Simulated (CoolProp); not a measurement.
Saturation properties of chlorine.

The numbers come from the reference Helmholtz-energy equation of state, Thol 2021 in CoolProp.

```csv
T (K),p (kPa),liquid density (kg/m³),vapour density (kg/m³),enthalpy of vaporisation (kJ/kg),liquid cp (kJ/(kg K))
312.5,1123,1347,35.53,236.1,1.019
317.1,1255,1332,39.61,232.0,1.029
321.6,1395,1317,43.96,227.9,1.040
326.2,1549,1301,48.79,223.5,1.052
330.7,1711,1285,53.92,219.1,1.065
335.3,1889,1268,59.61,214.4,1.080
339.8,2075,1252,65.66,209.7,1.096
344.4,2278,1234,72.38,204.6,1.114
348.9,2491,1216,79.51,199.5,1.135
353.5,2721,1198,87.44,193.9,1.158
358,2961,1179,95.89,188.3,1.184
362.6,3221,1159,105.3,182.3,1.214
367.1,3491,1138,115.4,176.1,1.249
371.7,3782,1116,126.7,169.4,1.291
```

It boils at 239.2 K under 1 atm.
